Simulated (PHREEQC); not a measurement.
1 kg of water holding 0.3 mol/kgw KCl, 0.027 mol/kgw CaCl2 and 0.089 mol/kgw MgCl2 is evaporated at 75 °C; the solids stay in contact with the brine. No CO2 enters from the air. The run lets Bischofite, Brucite, Carnallite, Portlandite, Sylvite, MgCl2_4H2O precipitate or redissolve, and no other solid.

All values are PHREEQC results (Pitzer model, pitzer.dat), not measurements.

Predict ionic strength at water left (kg) = 0.8219, 0.09502.


```tsv
water left (kg)	ionic strength
0.8219	0.788
0.09502	6.82
```

Constants without temperature data keep their 25 °C values here.
